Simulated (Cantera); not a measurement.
Feed: 1 mol LiOH, 2 mol O2, held at 68.0 Pa.

Equilibrium computed with Cantera from the NASA thermochemical tables; the gas is ideal and each condensed phase is pure. Candidate condensed phases: H2O, Li, LiH, LiOH, Li2O; 17 gas species. The numbers say what is thermodynamically allowed, not how fast it happens.

Q: At 1650 °C, list the 7 most abundant gas species with their mole fractions, and the condensed phases.

A: O2 0.639, LiOH 0.237, Li 0.0587, H2O 0.0353, O 0.0111, Li2O 0.00831, OH 0.00672. Condensed: gas only.
